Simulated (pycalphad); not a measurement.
# Effect of Fe content in Al-Si-Fe

All values are pycalphad results on the COST 507 light-alloy database (1999) (1 atm), not direct measurements. The database dates from 1999; later assessments differ in places, in temperatures and in the compounds included. Phase fractions are per mole of atoms.

```csv
alloy,liquidus (K),first solid,solidus (K),phases at 800 K
Al-0.2Si-1.84Fe (at.%),…,AL13FE4,915,…
Al-0.2Si-3.67Fe (at.%),1108,AL13FE4,915,"fcc 0.84, AL13FE4 0.15, ALFESI_ALPHA 0.01"
Al-0.2Si-5.51Fe (at.%),1178,AL13FE4,915,"fcc 0.77, AL13FE4 0.23, ALFESI_ALPHA 0.01"
Al-0.2Si-7.34Fe (at.%),1232,AL13FE4,914,"fcc 0.69, AL13FE4 0.30, ALFESI_ALPHA 0.01"
Al-0.2Si-14.68Fe (at.%),1367,AL13FE4,914,"AL13FE4 0.61, fcc 0.38, ALFESI_ALPHA 0.01"
```

Problem. Fill in the missing entries.

Solution. 
- Al-0.2Si-1.84Fe (at.%), liquidus (K): 1008
- Al-0.2Si-1.84Fe (at.%), phases at 800 K: fcc 0.92, AL13FE4 0.07, ALFESI_ALPHA 0.01

Database names, with the compositions (at.%) that they take in these runs: AL13FE4: Al 76 Fe 24; ALFESI_ALPHA: Al 74 Fe 19 Si 7.
